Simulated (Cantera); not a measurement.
Ignition delay

Mixture: CH₄ : O₂ : N₂ = 1 : 0.952 : 3.9 (molar parts), equivalence ratio 2.1, at 0.987 atm, adiabatic and at constant pressure. Ignition delay is the time to a rise of 400 K.

Computed with Cantera and GRI-Mech 3.0 (53 species, 325 reactions).

| T0 (K) | delay (ms) |
|---|---|
| 1000 | 1810 |
| 1075 | 506 |
| 1150 | 156 |
| 1225 | 52.6 |
| 1300 | 19.1 |
| 1375 | 7.41 |

| Quantity | Value |
|---|---|
| apparent activation energy between 1225 and 1375 K | 180 kJ/mol |
